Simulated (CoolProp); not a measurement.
Vapour-liquid equilibrium of CH2F2 (R32) (1) + propane (2) at 1.27 MPa; x and y are mole fractions of (1).

Computed with CoolProp (multi-fluid Helmholtz-energy mixture model, Tillner-Roth 1997 and Lemmon 2009; pair parameters Bell 2016).

**Question.** Give the bubble temperature and the first vapour's composition at x = 0.5, 0.8, 0.95. Is there an azeotrope?

**Answer.** x = 0.5: 280.0 K, y = 0.615; x = 0.8: 280.3 K, y = 0.716; x = 0.95: 284.5 K, y = 0.883. y crosses x between x = 0.65 and 0.8: the model has an azeotrope there.

The pair parameters rest on a limited set of measurements; away from them the model extrapolates. With so large a gap from Raoult's law the liquid may split in two, which this calculation doesn't test in full.
